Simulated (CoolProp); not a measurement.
Saturation properties of C2F6 (R116).

Computed with CoolProp (reference Helmholtz-energy equation of state, Lemmon 2006). It is a short technical equation, of lower accuracy than the large ones.

```csv
T (°C),p (MPa),enthalpy of vaporisation (kJ/kg),surface tension (mN/m),liquid conductivity (mW/(m K))
-66.25,0.1837,111.6,9.45,71.4
-63.75,0.2062,(withheld),9.12,70.4
-61.35,(withheld),109.3,8.80,69.4
-58.95,0.2554,108.1,8.48,68.5
-56.55,0.2831,106.9,8.17,67.6
-54.05,0.3143,105.6,7.84,66.6
-51.65,0.3466,104.3,7.53,65.6
-49.25,0.3814,103.0,7.22,64.7
-46.75,0.4203,101.6,6.91,63.7
-44.35,(withheld),100.2,6.60,62.7
-41.95,(withheld),98.75,6.30,61.8
-39.55,0.5491,(withheld),6.00,60.9
-37.05,0.6001,95.72,5.69,59.9
-34.65,0.6522,94.17,5.40,58.9
-32.25,0.7077,92.57,5.11,57.9
```

Problem. What belongs in the gaps?

Solution. 
- -63.75, enthalpy of vaporisation (kJ/kg): 110.4
- -61.35, p (MPa): 0.2298
- -44.35, p (MPa): 0.4604
- -41.95, p (MPa): 0.5033
- -39.55, enthalpy of vaporisation (kJ/kg): 97.29

It boils at -78.1 °C under 1 atm.

Thermal conductivity comes from a separate model (Huber 2003), an estimate that may be off by 10 % or more. Surface tension comes from a separate correlation (Mulero 2012).
